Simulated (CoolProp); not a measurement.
Vapour-liquid equilibrium of CH2F2 (R32) (1) + isobutane (2) at 49.75 °C; x and y are mole fractions of (1).

Computed with CoolProp (multi-fluid Helmholtz-energy mixture model, Tillner-Roth 1997 and Bücker 2006; pair parameters Bell 2016).

**Question.** Give the bubble pressure and the first vapour's composition at x = 0.35, 0.45, 0.65. Is there an azeotrope?

**Answer.** x = 0.35: 23.89 bar, y = 0.694; x = 0.45: 26.13 bar, y = 0.726; x = 0.65: 29.36 bar, y = 0.784. y crosses x between x = 0.85 and 0.95: the model has an azeotrope there.

Pair parameters are fitted to limited data, so mixtures are less certain than the pure fluids. With so large a gap from Raoult's law the liquid may split in two, which this calculation doesn't test in full.
